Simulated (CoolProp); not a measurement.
1,2-dichloroethane at 304.53 K and 1.95 MPa is throttled through a valve to 1.32 MPa with no heat exchange. Each further row changes one setting.

The numbers come from the reference Helmholtz-energy equation of state, Thol 2015 in CoolProp.

```json
[
 {"case": "as stated", "temperature change (K)": "(withheld)"},
 {"case": "outlet pressure 0.396 MPa", "temperature change (K)": "(withheld)"},
 {"case": "outlet pressure 1.72 MPa", "temperature change (K)": "(withheld)"}
]
```

Task: Fill in the missing entries.

Result: 
- as stated, temperature change (K): +0.3
- outlet pressure 0.396 MPa, temperature change (K): +0.6
- outlet pressure 1.72 MPa, temperature change (K): +0.1
